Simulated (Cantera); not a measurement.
A perfectly stirred reactor is fed with N2O : H2 : N2 = 1 : 0.013 : 3.4 (molar parts), at 128 Torr; it is held at 1175 K, and followed from long to short residence time.

Detailed kinetics in Cantera: GRI-Mech 3.0 (53 species, 325 reactions). GRI-Mech 3.0 was tuned for natural gas; its chemistry of N2O as a main component is partial and can be far from experiment. The mechanism lacks the step 2 NO + O2 → 2 NO2, which can matter for NO2 below about 1400 K. The temperature is held fixed by assumption; the heat of reaction is taken as removed at once.

### Question
What does this change do: temperature 1175 to 1423 K?

### Answer
```json
[
 {"quantity": "x(N2O) at τ = 4.80 s", "before": "0.167", "after": "0.0130"},
 {"quantity": "x(H2) at τ = 4.80 s", "before": "2.86e-5", "after": "2.71e-6"},
 {"quantity": "x(N2) at τ = 4.80 s", "before": "0.803", "after": "0.876"},
 {"quantity": "x(HO2) at τ = 4.80 s", "before": "2.95e-8", "after": "2.73e-8"},
 {"quantity": "x(NO) at τ = 4.80 s", "before": "0.00450", "after": "0.0278"},
 {"quantity": "x(N2O) at τ = 0.100 s", "before": "0.223", "after": "0.159"},
 {"quantity": "x(H2) at τ = 0.100 s", "before": "0.000645", "after": "8.20e-5"},
 {"quantity": "x(N2) at τ = 0.100 s", "before": "0.774", "after": "0.804"},
 {"quantity": "x(HO2) at τ = 0.100 s", "before": "8.53e-7", "after": "4.49e-7"},
 {"quantity": "x(NO) at τ = 0.100 s", "before": "0.000131", "after": "0.0108"}
]
```
